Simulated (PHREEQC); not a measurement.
## Brine: speciation

Consider water at 25 °C with 0.73 mol LiBr and 0.24 mol MgSO4 per kg of water. Closed to the air; pH follows from the charge balance.

The numbers come from PHREEQC with the Pitzer model, pitzer.dat.

This is a speciation only: nothing precipitates in the calculation.

Q: Estimate the activity of water, density, osmotic coefficient.

A: activity of water 0.968; density 1.069 g/cm³; osmotic coefficient 0.932.

Complexes and solids missing from the database can't appear.
